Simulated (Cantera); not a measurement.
What does this Cantera script print?

```python
import numpy as np
import cantera as ct

gas_names = [...]  # 110 gases of nasa_gas.yaml made of C, F, H
cond_names = """
    C(gr) C6H6(L) C7H8(L) C8H18(L),n-octa
""".split()


# ... load() reads the species with a 1 bar reference pressure and builds the phases ...
atoms = {
    'CF4': {'C': 1, 'F': 4},
    'H2': {'H': 2},
}
top_T = {'C(gr)': 4500}  # K; cautious upper limits of use, not melting points


# ... equilibrate(T, P, feed) seeds the gas with the atoms and calls Mixture.equilibrate('TP', solver="vcs", rtol=1e-11, max_steps=5000) ...
results = []
feed = {'CF4': 1, 'H2': 0.16}  # mol
P = 71  # Pa
for T in [2500, 3000, 3500, 4000, 4500, 5000]:
    mix = equilibrate(T, P, feed)
    results.append((T, P, feed, dict(zip(mix.species_names, mix.species_moles))))
    x = sorted(zip(gas.X, gas.species_names), reverse=True)
    print(f"T = {T:g} K  P = {P:g} Pa  gas = {mix.phase_moles(0):.4g} mol")
    print("   x: " + "  ".join(f"{s} {v:.3e}" for v, s in x if v > 0.0001))
    print("   condensed (mol): " + ("  ".join(f"{mix.phase(i).name} {mix.phase_moles(i):.4g}"
          for i in range(1, mix.n_phases) if mix.phase_moles(i) > 1e-12) or "none"))
```

Output:

```
T = 2500 K  P = 71 Pa  gas = 3.792 mol
   x: F 8.315e-01  HF 8.420e-02  CF2 5.582e-02  CF 2.715e-02  C3 7.001e-04  C 2.344e-04  H 1.884e-04
   condensed (mol): C(gr) 0.6755
T = 3000 K  P = 71 Pa  gas = 4.442 mol
   x: F 7.988e-01  HF 5.659e-02  C3 4.281e-02  CF 4.252e-02  C 3.285e-02  H 1.540e-02  C2 9.451e-03  CF2 1.261e-03  C5 1.659e-04
   condensed (mol): none
T = 3500 K  P = 71 Pa  gas = 5.183 mol
   x: F 7.572e-01  C 1.633e-01  H 5.539e-02  CF 8.221e-03  C2 7.026e-03  HF 6.337e-03  C3 2.448e-03
   condensed (mol): none
T = 4000 K  P = 71 Pa  gas = 5.309 mol
   x: F 7.520e-01  C 1.861e-01  H 5.975e-02  CF 8.403e-04  C2 6.570e-04  HF 5.184e-04
   condensed (mol): none
T = 4500 K  P = 71 Pa  gas = 5.319 mol
   x: F 7.517e-01  C 1.875e-01  H 6.009e-02  Electron 1.996e-04  C+ 1.901e-04  CF 1.294e-04
   condensed (mol): none
T = 5000 K  P = 71 Pa  gas = 5.325 mol
   x: F 7.512e-01  C 1.868e-01  H 6.008e-02  Electron 9.472e-04  C+ 9.402e-04
   condensed (mol): none
```

Method: chemical equilibrium by Gibbs-energy minimisation in Cantera with the NASA 1993 tables (ideal gas, pure condensed phases).
